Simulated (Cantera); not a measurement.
A perfectly stirred reactor is fed with CO : H₂ : CH₄ : O₂ : N₂ = 1 : 1.4 : 0.49 : 3.88 : 14.6 (molar parts), at 5.23 atm; it is adiabatic with a 300 K inlet, and is followed from long to short residence time, starting on the burning branch (τ in s: 0.032, 0.018, 0.01, 0.0056, 0.0031, 0.0018, 0.00098, 0.00055, 0.00031, 0.00017, 9.6e-05, 5.4e-05).

Model: GRI-Mech 3.0 (53 species, 325 reactions), integrated in Cantera.

x: mole fraction; the columns are a selection and need not sum to one.

```csv
τ (s),T (K),x CO,x H₂,x CH₄,x CH₃,x NO₂
0.032,1725,0.000322,5.28e-5,6.41e-6,…,6.27e-8
0.018,1723,0.000480,7.71e-5,9.37e-6,…,6.94e-8
0.010,1720,0.000721,0.000114,1.38e-5,…,7.52e-8
0.0056,1716,0.00108,0.000167,2.02e-5,…,7.71e-8
0.0031,1711,0.00162,0.000249,2.98e-5,…,7.34e-8
0.0018,1703,0.00236,0.000358,4.29e-5,…,6.54e-8
0.00098,1690,0.00361,0.000540,6.53e-5,…,5.36e-8
0.00055,1672,0.00545,0.000802,9.97e-5,…,4.25e-8
0.00031,1645,0.00831,0.00121,0.000159,…,3.28e-8
0.00017,1596,0.0135,0.00196,0.000288,…,2.37e-8
9.6e-5,300,0.0468,0.0655,0.0229,<1e-12,<1e-12
5.4e-5,300,0.0468,0.0655,0.0229,<1e-12,<1e-12
```

Question: What belongs in the gaps?

Answer: 
- 0.032, x CH₃: 1.26e-6
- 0.018, x CH₃: 1.83e-6
- 0.010, x CH₃: 2.65e-6
- 0.0056, x CH₃: 3.78e-6
- 0.0031, x CH₃: 5.36e-6
- 0.0018, x CH₃: 7.34e-6
- 0.00098, x CH₃: 1.04e-5
- 0.00055, x CH₃: 1.45e-5
- 0.00031, x CH₃: 2.06e-5
- 0.00017, x CH₃: 3.12e-5
